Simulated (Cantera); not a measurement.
Input: 1 mol SiH₄, 1.7 mol O₃, 2.8 mol N₂, 3.2 mol CO₂, equilibrated at 902 °C and 56.0 mbar.

Equilibrium computed with Cantera from the NASA thermochemical tables; the gas is ideal and each condensed phase is pure. Candidate condensed phases: C, C₆H₆, C₇H₈, C₈H₁₈, H₂O, Si, SiC, SiO₂, Si₂N₂O, Si₃N₄; 151 gas species. The tables hold silica as quartz up to 1696 K and as liquid above; real silica turns to tridymite and cristobalite and melts near 1996 K. The numbers say what is thermodynamically allowed, not how fast it happens.

Base state: CO₂ 0.374, N₂ 0.327, H₂O 0.234, O₂ 0.0643, NO 5.74e-5 (mole fractions); condensed: SiO₂(β-quartz).

Q: What changes in the equilibrium state with this change: temperature from 902 °C to 1427 °C?

A: 
```csv
species,before,after
CO₂,0.374,0.374
N₂,0.327,0.327
H₂O,0.234,0.233
NO,5.74e-5,0.00103
OH,4.95e-6,0.000848
O₂,0.0643,0.0638
CO,5.97e-8,0.000429
O,1.56e-8,4.77e-5
H₂,2.91e-8,7.84e-5
"SiO₂(β-quartz), mol",1.00,0
"SiO₂(condensed), mol",0,1.00
```
Gases not in the tables: Si(OH)₄.
